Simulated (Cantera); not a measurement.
## Thermodynamics of iron carbonyl, mercury and lead vapours, feed Pb + O₂ + H₂ + CO

A closed system holds: 1 mol Pb, 0.37 mol O₂, 37 mol H₂, 5.3 mol CO, equilibrated at 0.110 bar.

These are equilibrium values from Cantera (NASA tables, ideal gas, pure condensed phases), not measurements of a reactor. Candidate condensed phases: C, C₆H₆, C₇H₈, C₈H₁₈, H₂O, Pb, PbO, PbO₂, Pb₃O₄; 113 gas species. Equilibrium is a limit: real reactors are often held back by kinetics, nucleation or transport.

From 725 K to 1250 K the condensed part is Pb(l). From 1325 K to 1550 K nothing is condensed. The main Pb-bearing gas is Pb throughout.

```csv
T (K),x H₂,x H₂O,x CH₄,x CO,x Pb,x CO₂,x H,x Pb₂,n Pb(l)
725,0.681,0.157,0.145,0.00605,3.07e-8,0.0105,<1e-12,<1e-12,1.000
800,0.768,0.0855,0.0848,0.0420,5.59e-7,0.0197,7.65e-12,<1e-12,1.000
875,0.830,0.0376,0.0300,0.0918,6.13e-6,0.0110,1.38e-10,2.25e-12,1.000
950,0.853,0.0198,0.00686,0.115,4.57e-5,0.00479,1.55e-9,6.55e-11,0.998
1025,0.858,0.0158,0.00115,0.122,0.000253,0.00290,1.22e-8,1.15e-9,0.989
1100,0.858,0.0155,0.000195,0.123,0.00110,0.00219,7.22e-8,1.34e-8,0.953
1175,0.856,0.0157,3.94e-5,0.123,0.00396,0.00176,3.42e-7,1.14e-7,0.832
1250,0.848,0.0158,9.45e-6,0.122,0.0122,0.00146,1.34e-6,7.39e-7,0.479
1325,0.839,0.0159,2.63e-6,0.121,0.0231,0.00123,4.52e-6,1.91e-6,0
1400,0.838,0.0160,8.69e-7,0.121,0.0231,0.00107,1.34e-5,1.42e-6,0
1475,0.838,0.0161,3.22e-7,0.121,0.0231,0.000942,3.58e-5,1.09e-6,0
1550,0.838,0.0162,1.31e-7,0.122,0.0231,0.000842,8.69e-5,8.54e-7,0
```
x: gas mole fraction; n: condensed amount in mol.
